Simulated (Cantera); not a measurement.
N2O furnace oxynitridation

An isothermal, constant-pressure homogeneous reactor starts with N₂O : H₂O = 1 : 0.026 (molar parts), at 1225 K and 830 Pa.

Cantera simulation using GRI-Mech 3.0 (53 species, 325 reactions); the numbers are that mechanism's predictions, not measurements. GRI-Mech 3.0 was tuned for natural gas; its chemistry of N2O as a main component is partial and can be far from experiment. Radical loss at walls, strong at low pressure, is not modelled. The mechanism lacks the step 2 NO + O2 → 2 NO2, which can matter for NO2 below about 1400 K. The temperature is held fixed by assumption; the heat of reaction is taken as removed at once.

```
t (s)     x N₂O   x H₂O      x O₂      x NO    x H₂O₂     x HO₂
--------  -----  ------  --------  --------  --------  --------
0.000100  0.975  0.0253   2.80e-8   7.29e-9    <1e-12  1.65e-12
0.000305  0.975  0.0253   2.36e-7   6.14e-8    <1e-12  4.31e-11
0.000931  0.975  0.0253   1.67e-6   4.35e-7    <1e-12  9.87e-10
0.00284   0.975  0.0253   8.45e-6   2.20e-6  1.05e-12   1.69e-8
0.00867   0.975  0.0253   3.09e-5   8.04e-6  5.12e-11   1.95e-7
0.0265    0.974  0.0253   9.96e-5   2.58e-5   3.37e-9   1.52e-6
0.0807    0.974  0.0253  0.000312   7.77e-5   7.22e-8   5.03e-6
0.246     0.971  0.0253  0.000970  0.000219   7.02e-8   4.53e-6
0.752     0.965  0.0252   0.00297  0.000621   3.07e-8   3.03e-6
2.29      0.944  0.0251   0.00897   0.00185   1.16e-8   1.83e-6
7.00      0.887  0.0246    0.0264   0.00562   3.13e-9   8.80e-7
```
x: mole fraction; the columns are a selection and need not sum to one.

Equilibrium at this temperature and pressure: N₂O 1.55e-9, H₂O 0.0170, O₂ 0.328, NO 0.000270, H₂O₂ 2.65e-11, HO₂ 3.06e-9 (gas phase only).
